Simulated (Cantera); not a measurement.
A Cantera script and its output.

```python
import numpy as np
import cantera as ct

gas = ct.Solution("gri30.yaml")
gas.TPX = 548, 100000, {'CH4': 1, 'O2': 2.9, 'N2': 10.9}
flame = ct.FreeFlame(gas, width=0.04)
flame.set_refine_criteria(ratio=3, slope=0.08, curve=0.16)
flame.transport_model = "mixture-averaged"
flame.solve(loglevel=0, auto=True)
z, T = flame.grid, flame.T
thick = (T[-1] - T[0]) / np.gradient(T, z).max()
show = ['CH4', 'O2', 'NO2', 'C2H4', 'CH2', 'CH2O']
print(f"laminar burning velocity  {flame.velocity[0] * 100:.3f} cm/s")
print(f"burnt temperature         {T[-1]:.1f} K")
print(f"thermal thickness         {thick * 1e3:.4f} mm")
print(f"grid points               {len(z)}")
z0 = z[flame.heat_release_rate.argmax()]
print(f"{'z/mm':>9s}{'T/K':>9s}{'u/(m/s)':>9s}" + "".join(f"{s:>11s}" for s in show))
rows = []
for k in (-3, -2, -1.5, -1, -0.5, -0.25, 0, 0.25, 0.5, 1, 2, 4, 8):
    zz = z0 + k * thick
    rows.append([k * thick, np.interp(zz, z, T), np.interp(zz, z, flame.velocity),
                 *(np.interp(zz, z, flame.X[gas.species_index(s)]) for s in show)])
    print(f"{rows[-1][0] * 1e3:9.3f}{rows[-1][1]:9.1f}{rows[-1][2]:9.3f}" + "".join(f"{x:11.3e}" for x in rows[-1][3:]))
```

Result:

```
laminar burning velocity  69.047 cm/s
burnt temperature         2007.8 K
thermal thickness         0.4489 mm
grid points               132
     z/mm      T/K  u/(m/s)        CH4         O2        NO2       C2H4        CH2       CH2O
   -1.347    548.3    0.691  6.751e-02  1.958e-01  8.507e-11  1.916e-08  7.405e-18  2.280e-07
   -0.898    551.2    0.695  6.725e-02  1.955e-01  1.034e-09  2.583e-07  4.072e-15  3.010e-06
   -0.673    560.6    0.708  6.656e-02  1.947e-01  4.932e-09  1.386e-06  2.198e-13  1.559e-05
   -0.449    615.8    0.780  6.307e-02  1.905e-01  2.916e-08  1.177e-05  4.573e-11  1.171e-04
   -0.224    916.2    1.170  4.535e-02  1.654e-01  4.440e-08  1.084e-04  6.031e-08  6.815e-04
   -0.112   1241.7    1.595  2.575e-02  1.344e-01  1.643e-08  2.081e-04  2.302e-06  8.825e-04
    0.000   1569.5    2.023  6.457e-03  9.752e-02  5.331e-09  1.151e-04  1.641e-05  5.426e-04
    0.112   1713.7    2.205  4.812e-04  7.666e-02  2.098e-09  5.085e-06  3.871e-06  7.543e-05
    0.224   1767.0    2.265  2.007e-05  6.968e-02  2.176e-09  6.894e-08  2.107e-07  3.710e-06
    0.449   1832.5    2.336  4.842e-08  6.524e-02  2.964e-09  2.929e-11  6.688e-10  1.020e-08
    0.898   1903.2    2.416  6.882e-13  6.267e-02  4.653e-09  2.782e-17  1.339e-14  4.003e-12
    1.795   1958.7    2.479  1.056e-18  6.141e-02  7.950e-09  3.434e-24  2.814e-18  1.023e-12
    3.591   1990.7    2.514  1.876e-20  6.092e-02  1.249e-08  4.204e-30  4.577e-20  2.083e-13
```

Model: GRI-Mech 3.0 (53 species, 325 reactions), integrated in Cantera. Burning velocities carry a grid error of a few per cent, more on coarse grids.
